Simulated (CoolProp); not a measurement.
Model: reference Helmholtz-energy equation of state, Jacobsen 1992, in CoolProp.

Problem. For R11, give the phase and the Z, cp (kJ/(kg K)), cv (kJ/(kg K)), Joule-Thomson coefficient (K/MPa) at -17.25 °C and 4.85 MPa; 20.25 °C and 4.85 MPa.

Solution. 
- -17.25 °C and 4.85 MPa: liquid; Z 0.198, cp 0.842, cv 0.580, Joule-Thomson coefficient -0.492
- 20.25 °C and 4.85 MPa: liquid; Z 0.182, cp 0.869, cv 0.595, Joule-Thomson coefficient -0.430
